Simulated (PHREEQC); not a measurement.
A solution holds 0.21 mol/kgw ZnSO4, 0.24 mol/kgw NaOH and 1.3 mol/kgw HCl, at 20 °C. It is in equilibrium with CO2 at log p = 0 (atm). Otherwise closed; pH follows from the charge balance.

Model: ion-association model, phreeqc.dat, run in PHREEQC.

Question: The ionic strength comes out as 1.54 mol/kgw. What activity coefficients do Zn(SO4)2-2, ZnCl4-2, ZnCl+, NaSO4-, HSO4- get?

Answer: Zn(SO4)2-2 0.65, ZnCl4-2 0.15, ZnCl+ 0.58, NaSO4- 0.64, HSO4- 0.90.

Precipitation was switched off in this run. Ionic strength above about 0.7 mol/kgw puts this run outside the model's range.
